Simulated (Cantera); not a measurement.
A Cantera script and what it prints.

```python
import numpy as np
import cantera as ct

gas_names = [...]  # 62 gases of nasa_gas.yaml made of B, F, H, N, O
cond_names = """
    B(b) B(L) BN(s) B2O3(L) B3O3H3(cr) H2O(s) H2O(L)
""".split()


# ... load() reads the species with a 1 bar reference pressure and builds the phases ...
atoms = {
    'BF3': {'B': 1, 'F': 3},
    'N2': {'N': 2},
    'H2': {'H': 2},
    'H2O': {'H': 2, 'O': 1},
}
top_T = {'BN(s)': 3200}  # K; cautious upper limits of use, not melting points


# ... equilibrate(T, P, feed) seeds the gas with the atoms and calls Mixture.equilibrate('TP', solver="vcs", rtol=1e-11, max_steps=5000) ...
results = []
feed = {'BF3': 1, 'N2': 2, 'H2': 1, 'H2O': 4.2}  # mol
P = 800  # Pa
for T in [1025, 1075, 1125, 1175, 1225, 1275, 1325, 1375, 1425, 1475, 1525, 1575, 1625, 1675]:
    mix = equilibrate(T, P, feed)
    results.append((T, P, feed, dict(zip(mix.species_names, mix.species_moles))))
    x = sorted(zip(gas.X, gas.species_names), reverse=True)
    print(f"T = {T:g} K  P = {P:g} Pa  gas = {mix.phase_moles(0):.4g} mol")
    print("   x: " + "  ".join(f"{s} {v:.3e}" for v, s in x if v > 0.001))
    print("   condensed (mol): " + ("  ".join(f"{mix.phase(i).name} {mix.phase_moles(i):.4g}"
          for i in range(1, mix.n_phases) if mix.phase_moles(i) > 1e-12) or "none"))
```

Result:

```
T = 1025 K  P = 800 Pa  gas = 8.516 mol
   x: H2O 3.821e-01  N2 2.349e-01  HF 2.204e-01  H2 1.174e-01  BF3 3.940e-02  B3O3F3 4.311e-03
   condensed (mol): B2O3(L) 0.2662
T = 1075 K  P = 800 Pa  gas = 8.548 mol
   x: H2O 3.727e-01  HF 2.354e-01  N2 2.340e-01  H2 1.170e-01  BF3 3.394e-02  B3O3F3 3.948e-03  BOF 1.890e-03
   condensed (mol): B2O3(L) 0.2879
T = 1125 K  P = 800 Pa  gas = 8.587 mol
   x: H2O 3.638e-01  HF 2.478e-01  N2 2.329e-01  H2 1.165e-01  BF3 2.881e-02  BOF 4.531e-03  B3O3F3 3.529e-03  HBO2 1.786e-03
   condensed (mol): B2O3(L) 0.2998
T = 1175 K  P = 800 Pa  gas = 8.642 mol
   x: H2O 3.554e-01  HF 2.565e-01  N2 2.314e-01  H2 1.157e-01  BF3 2.384e-02  BOF 9.928e-03  HBO2 3.851e-03  B3O3F3 3.052e-03
   condensed (mol): B2O3(L) 0.2947
T = 1225 K  P = 800 Pa  gas = 8.727 mol
   x: H2O 3.473e-01  HF 2.596e-01  N2 2.292e-01  H2 1.146e-01  BOF 1.996e-02  BF3 1.889e-02  HBO2 7.764e-03  B3O3F3 2.509e-03
   condensed (mol): B2O3(L) 0.2612
T = 1275 K  P = 800 Pa  gas = 8.858 mol
   x: H2O 3.393e-01  HF 2.545e-01  N2 2.258e-01  H2 1.129e-01  BOF 3.675e-02  HBO2 1.475e-02  BF3 1.389e-02  B3O3F3 1.905e-03
   condensed (mol): B2O3(L) 0.1829
T = 1325 K  P = 800 Pa  gas = 9.052 mol
   x: H2O 3.312e-01  HF 2.386e-01  N2 2.209e-01  H2 1.105e-01  BOF 6.160e-02  HBO2 2.658e-02  BF3 9.116e-03  B3O3F3 1.284e-03
   condensed (mol): B2O3(L) 0.04
T = 1375 K  P = 800 Pa  gas = 9.147 mol
   x: H2O 3.237e-01  HF 2.398e-01  N2 2.187e-01  H2 1.093e-01  BOF 7.190e-02  HBO2 3.108e-02  BF3 5.081e-03
   condensed (mol): none
T = 1425 K  P = 800 Pa  gas = 9.174 mol
   x: H2O 3.196e-01  HF 2.447e-01  N2 2.180e-01  H2 1.090e-01  BOF 7.406e-02  HBO2 3.183e-02  BF3 2.692e-03
   condensed (mol): none
T = 1475 K  P = 800 Pa  gas = 9.187 mol
   x: H2O 3.173e-01  HF 2.474e-01  N2 2.177e-01  H2 1.088e-01  BOF 7.478e-02  HBO2 3.236e-02  BF3 1.435e-03
   condensed (mol): none
T = 1525 K  P = 800 Pa  gas = 9.193 mol
   x: H2O 3.159e-01  HF 2.491e-01  N2 2.176e-01  H2 1.087e-01  BOF 7.489e-02  HBO2 3.281e-02
   condensed (mol): none
T = 1575 K  P = 800 Pa  gas = 9.197 mol
   x: H2O 3.150e-01  HF 2.501e-01  N2 2.175e-01  H2 1.087e-01  BOF 7.474e-02  HBO2 3.323e-02
   condensed (mol): none
T = 1625 K  P = 800 Pa  gas = 9.199 mol
   x: H2O 3.143e-01  HF 2.509e-01  N2 2.174e-01  H2 1.086e-01  BOF 7.446e-02  HBO2 3.361e-02
   condensed (mol): none
T = 1675 K  P = 800 Pa  gas = 9.201 mol
   x: H2O 3.137e-01  HF 2.515e-01  N2 2.174e-01  H2 1.085e-01  BOF 7.413e-02  HBO2 3.396e-02
   condensed (mol): none
```

Cantera equilibrium calculation (NASA polynomials, part measured and part estimated; ideal gas, pure solids and liquids). Gases not in the tables: H3BO3.
